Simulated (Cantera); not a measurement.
Cantera run:

```python
import numpy as np
import cantera as ct

gas_names = """
    C CO CO2 C2 C2O C3 C3O2 C4 C5 O O2 O3 Ti TiO TiO2
""".split()
cond_names = """
    C(gr) Ti(a) Ti(b) Ti(L) TiC(s) TiC(L) TiO(a) TiO(b) TiO(L) TiO2(ru) TiO2(L) Ti2O3(a) Ti2O3(b)
    Ti2O3(L) Ti3O5(a) Ti3O5(b) Ti3O5(L) Ti4O7(s) Ti4O7(L)
""".split()


# ... load() reads the species with a 1 bar reference pressure and builds the phases ...
atoms = {
    'TiO2': {'Ti': 1, 'O': 2},
    'C': {'C': 1},
    'CO': {'C': 1, 'O': 1},
}
top_T = {'C(gr)': 4500}  # K; cautious upper limits of use, not melting points


# ... equilibrate(T, P, feed) seeds the gas with the atoms and calls Mixture.equilibrate('TP', solver="vcs", rtol=1e-11, max_steps=5000) ...
results = []
feed = {'TiO2': 1, 'C': 0.84, 'CO': 0.058}  # mol
T = 1548.15  # K
P = 13332.2  # Pa
mix = equilibrate(T, P, feed)
results.append((T, P, feed, dict(zip(mix.species_names, mix.species_moles))))
x = sorted(zip(gas.X, gas.species_names), reverse=True)
print(f"T = {T:g} K  P = {P:g} Pa  gas = {mix.phase_moles(0):.4g} mol")
print("   x: " + "  ".join(f"{s} {v:.3e}" for v, s in x if v > 1e-06))
print("   condensed (mol): " + ("  ".join(f"{mix.phase(i).name} {mix.phase_moles(i):.4g}"
      for i in range(1, mix.n_phases) if mix.phase_moles(i) > 1e-12) or "none"))
```

It prints:

```
T = 1548.15 K  P = 13332.2 Pa  gas = 0.762 mol
   x: CO 9.999e-01  CO2 1.292e-04
   condensed (mol): TiC(s) 0.136  Ti2O3(b) 0.432
```

These are equilibrium values from Cantera (NASA tables, ideal gas, pure condensed phases), not measurements of a reactor. Mutual solubility and eutectic melting of coexisting phases are not modelled. TiC: taken at fixed stoichiometry.
